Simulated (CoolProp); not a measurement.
The numbers come from the reference Helmholtz-energy equation of state, Guder 2009 in CoolProp.

Problem. For sulfur hexafluoride, give the phase and the cp (kJ/(kg K)), cv (kJ/(kg K)), viscosity (µPa s) at 27.55 °C and 0.813 bar.

Solution. 
- 27.55 °C and 0.813 bar: gas; cp 0.672, cv 0.613, viscosity 15.3

Viscosity comes from a separate model (Quiñones-Cisneros 2012).
